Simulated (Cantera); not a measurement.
An isothermal, constant-pressure homogeneous reactor starts with 0.987 % CH3OH, 0.286 % O2, 98.7 % N2, at 1298 K and 0.680 bar.

Model: GRI-Mech 3.0 (53 species, 325 reactions), integrated in Cantera. GRI-Mech 3.0 was tuned for natural gas; its chemistry of methanol as a main component is partial and can be far from experiment.

x: mole fraction; the columns are a selection and need not sum to one.

```csv
t (s),x CH3OH,x O2,x C2H2,x H2O,x CH4,x C2H
2.00e-5,0.00987,0.00286,<1e-12,7.68e-8,9.01e-10,<1e-12
7.96e-5,0.00987,0.00286,<1e-12,3.46e-7,1.36e-8,<1e-12
0.000317,0.00987,0.00286,4.08e-12,1.46e-6,1.77e-7,<1e-12
0.00126,0.00984,0.00285,1.69e-11,___,___,<1e-12
0.00502,0.00912,0.00270,9.07e-11,0.000213,3.95e-6,<1e-12
0.0200,1.72e-10,4.16e-8,1.16e-7,0.00505,1.49e-6,2.43e-12
0.0796,2.46e-11,6.49e-10,___,0.00455,___,<1e-12
0.317,8.14e-12,3.04e-11,7.03e-8,0.00440,2.91e-7,<1e-12
1.26,2.23e-12,1.62e-12,6.53e-8,0.00434,2.93e-7,<1e-12
5.02,<1e-12,<1e-12,6.34e-8,0.00431,2.95e-7,<1e-12
20.0,<1e-12,<1e-12,6.22e-8,0.00429,2.96e-7,<1e-12
```

Problem. What belongs in the gaps?

Solution. 
- 0.00126, x H2O: 7.73e-6
- 0.00126, x CH4: 1.32e-6
- 0.0796, x C2H2: 8.58e-8
- 0.0796, x CH4: 3.28e-7
